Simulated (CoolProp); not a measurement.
Methane along the isotherm 109.4 K: density (kg/m³) from the reference equation and from simpler models built on Tc = 190.6 K, pc = 4599 kPa, ω = 0.011; each cubic takes its own stable root.

Computed with CoolProp (reference Helmholtz-energy equation of state, Setzmann 1991).

```csv
p (kPa),phase,reference
7.27,gas,0.1286
11.7,gas,0.2072
19,gas,0.3374
30.7,gas,0.5476
49.5,gas,0.8893
80,gas,1.455
129,liquid,425.7
209,liquid,425.8
338,liquid,425.9
545,liquid,426.1
881,liquid,426.4
1420,liquid,426.8
2300,liquid,427.6
```

**Question.** How far does each simpler model (van der Waals, Redlich-Kwong, Peng-Robinson) lie from the reference over these 13 states: mean and median of the absolute difference, and the worst?

**Answer.** 
- van der Waals: mean 27.5 %, median 31.1 %, worst -99.4 % at 109.4 K and 129 kPa
- Redlich-Kwong: mean 2272.2 %, median 1.3 %, worst +29528.9 % at 109.4 K and 80 kPa
- Peng-Robinson: mean 6.8 %, median 12.6 %, worst +12.6 % at 109.4 K and 2300 kPa

At some of these states van der Waals, Redlich-Kwong gives the other phase, because its saturation line lies elsewhere.
